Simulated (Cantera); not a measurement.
Mixture: CH₄ : H₂ : O₂ : N₂ = 1 : 0.7 : 2.35 : 8.84 (molar parts), at 1.80 bar, adiabatic and at constant pressure. Ignition delay is the time to a rise of 400 K.

Detailed kinetics in Cantera: GRI-Mech 3.0 (53 species, 325 reactions).

```json
[
 {"quantity": "delay at 1175 K", "before": "1.16 ms", "after": "0.333 ms"},
 {"quantity": "delay at 1275 K", "before": "0.512 ms", "after": "95.2 µs"},
 {"quantity": "delay at 1375 K", "before": "0.245 ms", "after": "41.3 µs"},
 {"quantity": "delay at 1475 K", "before": "0.128 ms", "after": "21.4 µs"},
 {"quantity": "delay at 1575 K", "before": "72.0 µs", "after": "12.0 µs"},
 {"quantity": "apparent activation energy between 1525 and 1625 K", "before": "110 kJ/mol", "after": "110 kJ/mol"}
]
```

Question: Name the change that produced these shifts.
A. constant volume in place of constant pressure
B. CH4 1 to 2.4 parts
C. pressure from 1.80 bar to 17.0 bar
D. H2 0.7 to 1.1 parts

Answer: C, pressure from 1.80 bar to 17.0 bar
